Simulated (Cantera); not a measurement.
A perfectly stirred reactor is fed with C2H6 : N2 = 1 : 62 (molar parts), at 750 Torr; it is held at 1200 K, and followed from long to short residence time.

Model: GRI-Mech 3.0 (53 species, 325 reactions), integrated in Cantera. GRI-Mech 3.0 stops at C3 and has no aromatics, soot or wall deposition, so with more carbon than oxygen in the feed, carbon stays in small species such as C2H2 where larger ones or solid carbon would form.

Question: Predict: x(C2H6) at τ = 0.830 s; x(H2) at τ = 0.830 s; x(CH3) at τ = 0.830 s; x(CH4) at τ = 0.830 s; x(C2H6) at τ = 17.0 ms; x(H2) at τ = 17.0 ms; x(CH3) at τ = 17.0 ms; x(CH4) at τ = 17.0 ms.

Answer: 
| Quantity | Result |
|---|---|
| x(C2H6) at τ = 0.830 s | 0.000628 |
| x(H2) at τ = 0.830 s | 0.0208 |
| x(CH3) at τ = 0.830 s | 1.92e-6 |
| x(CH4) at τ = 0.830 s | 0.00217 |
| x(C2H6) at τ = 17.0 ms | 0.00923 |
| x(H2) at τ = 17.0 ms | 0.00642 |
| x(CH3) at τ = 17.0 ms | 8.87e-6 |
| x(CH4) at τ = 17.0 ms | 0.000593 |
